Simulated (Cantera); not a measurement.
Mixture: CO : H₂ : CH₄ : O₂ : N₂ = 1 : 0.084 : 0.11 : 0.586 : 2.2 (molar parts), equivalence ratio 1.3, at 1.70 bar, adiabatic and at constant volume. Ignition delay is the time to a rise of 400 K.

Cantera simulation using GRI-Mech 3.0 (53 species, 325 reactions); the numbers are that mechanism's predictions, not measurements.

### Question
What does this change do: constant pressure in place of constant volume?

### Answer
```json
[
 {"quantity": "delay at 1300 K", "before": "0.184 ms", "after": "0.200 ms"},
 {"quantity": "delay at 1500 K", "before": "61.2 µs", "after": "65.3 µs"},
 {"quantity": "delay at 1700 K", "before": "28.1 µs", "after": "31.0 µs"},
 {"quantity": "delay at 1900 K", "before": "14.7 µs", "after": "18.5 µs"},
 {"quantity": "apparent activation energy between 1800 and 2000 K", "before": "90 kJ/mol", "after": "63 kJ/mol"}
]
```
Where the delays flatten at high temperature, the 400 K rule measures the pace of heat release, not the induction time.

### Question
What does this change do: pressure from 1.70 bar to 10.0 bar?

### Answer
| quantity | before | after |
|---|---|---|
| delay at 1300 K | 0.184 ms | 61.1 µs |
| delay at 1500 K | 61.2 µs | 16.4 µs |
| delay at 1700 K | 28.1 µs | 6.23 µs |
| delay at 1900 K | 14.7 µs | 2.93 µs |
| apparent activation energy between 1800 and 2000 K | 90 kJ/mol | 100 kJ/mol |
